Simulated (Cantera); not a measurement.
A closed system holds: 1 mol C6H6, 11 mol H2, at 0.428 Torr.

These are equilibrium values from Cantera (NASA tables, ideal gas, pure condensed phases), not measurements of a reactor. Candidate condensed phases: C, C6H6, C7H8, C8H18; 76 gas species. Rates play no part.

Over these rows the condensed part is C(graphite). Partial pressures as log10 of bar:

| T (K) | 1000/T (1/K) | log p CH4 | log p H2 |
|---|---|---|---|
| 798 | 1.2531 | -6.35 | -3.24 |
| 848 | 1.1792 | -6.68 | -3.24 |
| 898 | 1.1136 | -6.98 | -3.24 |
| 948 | 1.0549 | -7.25 | -3.24 |
| 998 | 1.0020 | -7.50 | -3.24 |
| 1048 | 0.9542 | ? | -3.24 |

Problem. Fit log p(CH4) = a + b·(1000/T) to the five rows, give the apparent enthalpy, and predict the row at 1048 K.

Solution. Means: 1000/T = 1.1206, log p = -6.952. Sxy = 0.180472, Sxx = 0.0394217, so b = 4.58 and a = -6.952 − (4.58)×1.1206 = -12.08.
Apparent enthalpy: −19.145 × (4.58) = -88 kJ/mol. With the condensed phases at unit activity, C(graphite) + 2 H2(g) = CH4(g) links this pressure to the main gases: over the six rows their terms move log p by +0.00 in all, so the slope is close to that reaction's ΔH°. The five rows lie within 0.01 of the line.
Prediction at 1048 K: -12.08 + (4.58)×0.9542 = -7.71. The computed value is -7.72, 0.01 from the line.
